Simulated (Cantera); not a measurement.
## Catalytic stagnation flow on Pt

A jet of 8.25 % CH4, 8.15 % O2, 83.6 % N2, equivalence ratio 2.0 at 300 K and 26.3 Torr hits a platinum plate 3.2 cm away at a mass flux of 0.039 kg/m²/s; the plate temperature is set and raised in steps from an oxygen-covered start.

Detailed kinetics in Cantera: Deutschmann's 1995 Pt surface mechanism with GRI-Mech 3.0 gas chemistry. Catalytic surfaces can have several steady states; this one follows from the mechanism file's or the stated starting coverage.

```
plate T (K)  wall x CH4  wall x O2  wall x H2O  wall x OH  wall x CO  wall x CO2  θ free Pt      θ H*    θ CO*      θ C*
-----------  ----------  ---------  ----------  ---------  ---------  ----------  ---------  --------  -------  --------
950              0.0280    0.00934      0.0739      <1e-8     0.0567     7.39e-5      0.559   0.00155   0.0844     0.355
1000             0.0190    0.00625      0.0705      <1e-8     0.0658    0.000161      0.718   0.00186   0.0712     0.209
1050             0.0138    0.00464      0.0680      <1e-8     0.0708    0.000437      0.867   0.00187   0.0530    0.0785
1100             0.0121    0.00419      0.0667      <1e-8     0.0720    0.000974      0.939   0.00167   0.0322    0.0272
1150             0.0116    0.00413      0.0657    1.05e-8     0.0717     0.00184      0.970   0.00146   0.0184    0.0101
1200             0.0116    0.00420      0.0645    2.95e-8     0.0706     0.00313      0.984   0.00127   0.0106   0.00411
1250             0.0117    0.00433      0.0629    7.50e-8     0.0690     0.00493      0.991   0.00111  0.00620   0.00181
1300             0.0119    0.00448      0.0610    1.76e-7     0.0668     0.00725      0.994  0.000987  0.00373  0.000863
```
x: mole fraction at the wall; θ: surface coverage.
